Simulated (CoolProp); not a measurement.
A single-stage vapour-compression cycle with fluoroethane (R161): evaporating at 303.15 K (dew point), condensing at 350.15 K (bubble point), superheat 2 K, subcooling 5 K, compressor efficiency 0.8, no pressure losses. Each further row changes one setting.

The numbers come from the reference Helmholtz-energy equation of state, Wu 2012 in CoolProp.

```csv
case,cooling COP,pressure ratio,discharge temperature (K),refrigerating effect (kJ/kg),volumetric capacity (kJ/m³)
as stated,3.84,2.92,371.8,229,5560
evaporating temperature 308.15 K,4.47,2.57,369.4,231,6430
condensing temperature 345.15 K,4.50,2.64,365.1,242,5890
subcooling 10 K,4.08,2.92,371.8,243,5900
superheat 12 K,3.86,2.92,381.0,245,5600
compressor efficiency 0.7,3.36,2.92,375.6,229,5560
```
